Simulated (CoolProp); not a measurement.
Values from CoolProp's reference Helmholtz-energy equation of state, Smukala 2000.

Problem. Give the vapour pressure (MPa), liquid density (kg/m³), enthalpy of vaporisation (kJ/kg), vapour Z of saturated ethylene at -88.95 °C.

Solution. 
```csv
T (°C),p (MPa),liquid density (kg/m³),enthalpy of vaporisation (kJ/kg),vapour Z
-88.95,0.225,546,460,0.942
```
